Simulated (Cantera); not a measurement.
A Cantera script and what it prints.

```python
import numpy as np
import cantera as ct

gas_names = """
    B BH BH2 BH3 BN B2 H H2 N NH NH2 NH3 N2 N2H2 N2H4
""".split()
cond_names = """
    B(b) B(L) BN(s)
""".split()


# ... load() reads the species with a 1 bar reference pressure and builds the phases ...
atoms = {
    'B': {'B': 1},
    'N2': {'N': 2},
    'H2': {'H': 2},
}
top_T = {'BN(s)': 3200}  # K; cautious upper limits of use, not melting points


# ... equilibrate(T, P, feed) seeds the gas with the atoms and calls Mixture.equilibrate('TP', solver="vcs", rtol=1e-11, max_steps=5000) ...
results = []
feed = {'B': 1, 'N2': 0.37, 'H2': 0.12}  # mol
P = 2300  # Pa
for T in [1123, 1273, 1423, 1573, 1723, 1873, 2023, 2173]:
    mix = equilibrate(T, P, feed)
    results.append((T, P, feed, dict(zip(mix.species_names, mix.species_moles))))

top = {s: max(r[3][s] / sum(r[3][g] for g in gas_names) for r in results) for s in gas_names}
cols = sorted((s for s in top if top[s] > 0.0001), key=lambda s: -top[s])[:8]
seen = [c for c in cond_names if any(r[3].get(c, 0) > 1e-12 for r in results)]
print("log10 of partial pressures in bar; condensed amounts in mol")
print(f"{'T/K':>10s}" + "".join(f"{s[:9]:>10s}" for s in cols + seen))
for T, P, feed, n in results:
    ng = sum(n[g] for g in gas_names)
    print(f"{T:10.4g}" + "".join(f"{np.log10(max(n[s] / ng * P / 1e5, 1e-99)):10.3f}" for s in cols)
          + "".join(f"{n.get(c, 0):10.4g}" for c in seen))
```

It prints:

```
log10 of partial pressures in bar; condensed amounts in mol
       T/K        H2        N2         H       BH2      B(b)     BN(s)
      1123    -1.638   -14.117    -8.190    -8.917      0.26      0.74
      1273    -1.638   -11.369    -6.966    -7.849      0.26      0.74
      1423    -1.638    -9.205    -5.997    -7.008      0.26      0.74
      1573    -1.638    -7.457    -5.210    -6.331      0.26      0.74
      1723    -1.639    -6.017    -4.558    -5.774      0.26      0.74
      1873    -1.641    -4.809    -4.010    -5.309    0.2601    0.7398
      2023    -1.647    -3.782    -3.545    -4.920    0.2617    0.7383
      2173    -1.678    -2.898    -3.155    -4.611    0.2741    0.7258
```

Cantera equilibrium calculation (NASA polynomials, part measured and part estimated; ideal gas, pure solids and liquids). N2 is the only nitrogen source here; it is nearly inert below about 1500 K, so the nitride shown seldom forms there in practice. Mutual solubility and eutectic melting of coexisting phases are not modelled. The tables' values for BH2 are old estimates; treat these amounts as uncertain.
